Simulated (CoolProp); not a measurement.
Vapour-liquid equilibrium of R114 (1) + n-heptane (2) at 290.3 K; x and y are mole fractions of (1).

Model: multi-fluid Helmholtz-energy mixture model, Platzer 1990 and Span 2003; pair parameters Bell 2016, in CoolProp. This equation is an older, rougher fit; its heat capacities, sound speeds and derivatives of the liquid may be far off and weren't checked against measurements.

```
x     bubble pressure, mixture model (MPa)  bubble pressure, Raoult's law (MPa)  y, mixture model  y, Raoult's law
----  ------------------------------------  -----------------------------------  ----------------  ---------------
0.05                               0.01779                              0.01213             0.780            0.682
0.15                               0.04296                              0.02825             0.916            0.878
0.25                               0.06446                              0.04438             0.949            0.931
0.35                               0.08228                              0.06050             0.964            0.956
0.45                               0.09699                              0.07662             0.972            0.971
0.55                                0.1095                              0.09275             0.978            0.980
0.65                                0.1208                               0.1089             0.983            0.987
0.75                                0.1319                               0.1250             0.987            0.992
0.85                                0.1438                               0.1411             0.991            0.996
0.95                                0.1575                               0.1572             0.997            0.999
```

The largest gap from Raoult's law is +52.1 % in bubble pressure, at x = 0.15. No azeotrope shows between x = 0.05 and 0.95.

Pair parameters are fitted to limited data, so mixtures are less certain than the pure fluids. With so large a gap from Raoult's law the liquid may split in two, which this calculation doesn't test in full.
